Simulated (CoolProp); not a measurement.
The numbers come from the reference Helmholtz-energy equation of state, Penoncello 2003 in CoolProp.

**Question.** For CHF3 (R23), give the phase and the cp (kJ/(kg K)), speed of sound (m/s), expansivity (1/kK), viscosity (µPa s) at 201.5 K and 169 bar; 231.5 K and 169 bar; 291.4 K and 169 bar.

**Answer.** 
- 201.5 K and 169 bar: liquid; cp 1.21, speed of sound 862, expansivity 2.35, viscosity 303
- 231.5 K and 169 bar: liquid; cp 1.25, speed of sound 727, expansivity 2.73, viscosity 207
- 291.4 K and 169 bar: liquid; cp 1.43, speed of sound 472, expansivity 4.38, viscosity 108

Viscosity comes from a separate model (Shan 2000).
